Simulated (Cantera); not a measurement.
Input: 1 mol Fe2O3, 7.3 mol C, 2.1 mol H2, equilibrated at 1 atm.

Equilibrium computed with Cantera from the NASA thermochemical tables; the gas is ideal and each condensed phase is pure. Candidate condensed phases: C, C6H6, C7H8, C8H18, Fe, Fe(CO)5, FeO, Fe(OH)2, Fe(OH)3, Fe2O3, Fe3O4, H2O; 114 gas species. Iron dissolves carbon and melts from about 1420 K in contact with it, which pure phases cannot show. Condensed phases not in the tables: cementite and carbon dissolved in iron. Rates play no part. All values below are at 2325 °C.

Base state: CO 0.547, H2 0.366, Fe 0.0581, H 0.0229, C2H2 (acetylene) 0.00588, C4H2 3.92e-5, C2H 3.23e-5, CH3 1.92e-5 (mole fractions); condensed: C(graphite) + Fe(l).

Q: What changes in the equilibrium state with this change: pressure from 1 atm to 39.0 Pa?

A: 
| species | before | after |
|---|---|---|
| H | 0.0229 | 0.389 |
| CO | 0.547 | 0.337 |
| Fe | 0.0581 | 0.225 |
| H2 | 0.366 | 0.0407 |
| CH4 | 1.75e-5 | <1e-9 |
| C5 | 9.53e-9 | 2.48e-5 |
| C | 6.00e-7 | 0.00156 |
| C2 | 1.99e-7 | 0.000518 |
| C(graphite), mol | 4.23 | 4.11 |
| Fe(l), mol | 1.68 | 0 |

Q: What changes in the equilibrium state with this change: Fe2O3 replaced by TiO2?

A: 
```csv
species,before,after
H2,0.366,0.484
CO,0.547,0.481
H,0.0229,0.0263
Fe,0.0581,0
CH4,1.75e-5,3.06e-5
CH3,1.92e-5,2.93e-5
C4H2,3.92e-5,5.20e-5
"C(graphite), mol",4.23,4.23
"Fe(l), mol",1.68,0
"TiC(s), mol",0,1.000
```
TiC: taken at fixed stoichiometry. Further candidate phases: Ti, TiC, TiO, TiO2, Ti2O3, Ti3O5, Ti4O7.
